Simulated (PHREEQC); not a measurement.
# Buffer: speciation

A solution holds 3.1 mmol/kgw KHCO3, 0.046 mmol/kgw NaF and 0.29 mmol/kgw LiCl, at 25 °C. Closed to the air; pH follows from the charge balance.

Computed with PHREEQC (ion-association model, phreeqc.dat).

No solid was allowed to form.

Q: What pH, specific conductance does the model give?

A: pH 8.27; specific conductance 388 µS/cm.

Q: In which forms is C present?

A: HCO3- 98 %, CO2 1.1 %, CO3-2 1.0 % of the C.
